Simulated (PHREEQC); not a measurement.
# Ultrapure water in contact with air or piping

A made-up water analysis in mg/L, 20 °C, pH 5.94, pe 9.8: Na 0.00309; K 0.0217; Ca 0.0082; Mg 0.00924; Cl 0.00688; S(6) as SO4 0.0684; Alkalinity as HCO3 0.0169; Ni 1.34e-05.

Valence states are taken as typed.

Computed with PHREEQC (ion-association model, wateq4f.dat).

The ionic strength is 4.33e-6 mol/kgw. The charge-balance error is -0.6 %.

```
species  molality  activity   log γ
-------  --------  --------  ------
CO2       3.92e-6   3.92e-6   0.000
HCO3-     1.42e-6   1.42e-6  -0.001
H+        1.15e-6   1.15e-6  -0.001
SO4-2     7.12e-7   7.05e-7  -0.004
K+        5.55e-7   5.54e-7  -0.001
Mg+2      3.80e-7   3.76e-7  -0.004
Ca+2      2.05e-7   2.03e-7  -0.004
Cl-       1.94e-7   1.94e-7  -0.001
```

No solid was allowed to form.
